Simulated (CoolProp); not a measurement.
n-perfluoropentane at several states: Z from the reference equation and from simpler models built on Tc = 421.0 K, pc = 20.63 bar, ω = 0.436; each cubic takes its own stable root.

Values from CoolProp's reference Helmholtz-energy equation of state, Gao 2022.

| T (K) | p (bar) | phase | reference |
|---|---|---|---|
| 224.9 | 0.659 | liquid | 0.005561 |
| 243.7 | 1.49 | liquid | 0.01195 |
| 247.6 | 4.31 | liquid | 0.03424 |
| 204.4 | 1.57 | liquid | 0.01412 |
| 342.8 | 7.53 | liquid | 0.05263 |
| 382.4 | 30 | liquid | 0.2093 |

Question: How far does each simpler model (van der Waals, Soave-Redlich-Kwong, Peng-Robinson) lie from the reference over these 6 states: mean and median of the absolute difference, and the worst?

Answer: 
- van der Waals: mean 3129.1 %, median 67.4 %, worst +17137.9 % at 224.9 K and 0.659 bar
- Soave-Redlich-Kwong: mean 8.7 %, median 8.4 %, worst +10.8 % at 382.4 K and 30 bar
- Peng-Robinson: mean 3.6 %, median 3.7 %, worst -4.7 % at 247.6 K and 4.31 bar

At some of these states van der Waals gives the other phase, because its saturation line lies elsewhere.
